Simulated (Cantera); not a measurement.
Mixture: CH4 : O2 : N2 = 1 : 3.92 : 14.7 (molar parts), at 10.0 bar, adiabatic and at constant volume. Ignition delay is the time to a rise of 400 K.

Cantera simulation using GRI-Mech 3.0 (53 species, 325 reactions); the numbers are that mechanism's predictions, not measurements.

Problem. Predict: delay at 1248 K; delay at 1323 K; delay at 1398 K; delay at 1473 K; delay at 1548 K; delay at 1623 K; apparent activation energy between 1473 and 1623 K.

Solution. 
```
Property                                                Result
--------------------------------------------------  ----------
delay at 1248 K                                        1.91 ms
delay at 1323 K                                       0.812 ms
delay at 1398 K                                       0.369 ms
delay at 1473 K                                       0.178 ms
delay at 1548 K                                        91.0 µs
delay at 1623 K                                        49.1 µs
apparent activation energy between 1473 and 1623 K  170 kJ/mol
```
